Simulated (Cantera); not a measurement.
What does this Cantera script print?

```python
import numpy as np
import cantera as ct

gas = ct.Solution("gri30.yaml")
gas.TPX = 1025, 100000, {'CH4': 1, 'O2': 1.82, 'N2': 6.84}
reactor = ct.IdealGasConstPressureReactor(gas, energy="on", clone=False)
net = ct.ReactorNet([reactor])
net.rtol, net.atol = 1e-08, 1e-16
show = ['CH4', 'O2', 'C2H6', 'C2H2', 'H2', 'CH3']
times = np.geomspace(2e-06, 2, 10)

steps = ct.SolutionArray(gas, extra=["t"])
rows = []
print(f"{'t/s':>10s}{'T/K':>9s}{'P/Pa':>11s}" + "".join(f"{s:>11s}" for s in show))
for t in times:
    while net.time < t:
        t_next = net.step()
        steps.append(gas.state, t=t_next)
    rows.append([np.interp(t, steps.t, y) for y in (steps.T, steps.P, *steps(*show).X.T)])
    print(f"{t:10.3e}{rows[-1][0]:9.1f}{rows[-1][1]:11.4g}" + "".join(f"{x:11.3e}" for x in rows[-1][2:]))
rate = np.gradient(steps.T, steps.t)
print("integrator steps:", len(steps.t))
if steps.T.max() > steps.T[0] + 200:
    print(f"time of steepest temperature rise: {steps.t[rate.argmax()]:.4e} s")
gas.TPX = 1025, 100000, {'CH4': 1, 'O2': 1.82, 'N2': 6.84}
gas.equilibrate("HP")
print(f"equilibrium (HP): T = {gas.T:.1f} K  " + "  ".join(f"{s} {gas[s].X[0]:.3e}" for s in show))
```

It prints:

```
       t/s      T/K       P/Pa        CH4         O2       C2H6       C2H2         H2        CH3
 2.000e-06   1025.0      1e+05  1.035e-01  1.884e-01  9.499e-20  1.889e-33  5.305e-15  3.664e-11
 9.283e-06   1025.0      1e+05  1.035e-01  1.884e-01  9.202e-18  2.544e-30  5.408e-14  1.702e-10
 4.309e-05   1025.0      1e+05  1.035e-01  1.884e-01  9.274e-16  2.413e-27  4.278e-13  7.922e-10
 2.000e-04   1025.0      1e+05  1.035e-01  1.884e-01  9.210e-14  1.403e-24  5.090e-12  3.721e-09
 9.283e-04   1025.0      1e+05  1.035e-01  1.884e-01  1.007e-11  9.411e-22  1.028e-10  1.829e-08
 4.309e-03   1025.0      1e+05  1.035e-01  1.884e-01  1.536e-09  1.491e-18  3.640e-09  1.121e-07
 2.000e-02   1025.0      1e+05  1.035e-01  1.884e-01  3.463e-07  8.790e-15  1.785e-07  6.819e-07
 9.283e-02   1025.2      1e+05  1.035e-01  1.884e-01  5.453e-06  1.812e-12  2.248e-06  9.465e-07
 4.309e-01   1027.9      1e+05  1.030e-01  1.880e-01  9.336e-05  7.547e-10  6.460e-05  2.430e-06
 2.000e+00   2568.7      1e+05  2.843e-15  6.488e-03  1.777e-29  1.632e-18  1.793e-02  1.269e-14
integrator steps: 2628
time of steepest temperature rise: 7.5734e-01 s
equilibrium (HP): T = 2568.7 K  CH4 3.572e-15  O2 6.488e-03  C2H6 2.573e-29  C2H2 1.759e-18  H2 1.793e-02  CH3 1.594e-14
```

Detailed kinetics in Cantera: GRI-Mech 3.0 (53 species, 325 reactions).
